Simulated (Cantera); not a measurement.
# Equilibrium for carbon deposition, reforming and gasification: toluene + O2 + H2

Input: 1 mol toluene, 1.7 mol O2, 26 mol H2, held at 27000 Torr.

Method: chemical equilibrium by Gibbs-energy minimisation in Cantera with the NASA 1993 tables (ideal gas, pure condensed phases). Candidate condensed phases: C, C6H6, C7H8, C8H18, H2O; 110 gas species. The ideal-gas law is rough above about 30 bar. Rates play no part.

At 1300 K nothing is condensed. From 1375 K to 1900 K the condensed part is C(graphite). The main C-bearing gas is CH4 at 1300 K and CO at 1900 K. The share of C in condensed phases is highest at 1900 K (43.9 %) and lowest at 1300 K (0.0 %).

```
T (K)   x H2   x CH4    x CO     x H2O     x CO2  x C2H2 (acetylene)    x C2H4  n C(graphite)
-----  -----  ------  ------  --------  --------  ------------------  --------  -------------
1300   0.731   0.151  0.0937    0.0226   0.00164             4.18e-7   3.16e-5              0
1375   0.778   0.108  0.0998    0.0129  0.000798             1.38e-6   4.32e-5          0.774
1450   0.811  0.0783   0.102   0.00746  0.000395             3.96e-6   5.53e-5           1.43
1525   0.835  0.0572   0.103   0.00446  0.000205             1.01e-5   6.75e-5           1.94
1600   0.851  0.0426   0.103   0.00277  0.000112             2.34e-5   7.99e-5           2.32
1675   0.862  0.0323   0.103   0.00178   6.45e-5             5.01e-5   9.23e-5           2.61
1750   0.870  0.0249   0.103   0.00119   3.90e-5            0.000100  0.000105           2.81
1825   0.876  0.0196   0.103  0.000820   2.46e-5            0.000188  0.000117           2.97
1900   0.880  0.0157   0.103  0.000581   1.61e-5            0.000336  0.000129           3.07
```
x: gas mole fraction; n: condensed amount in mol.
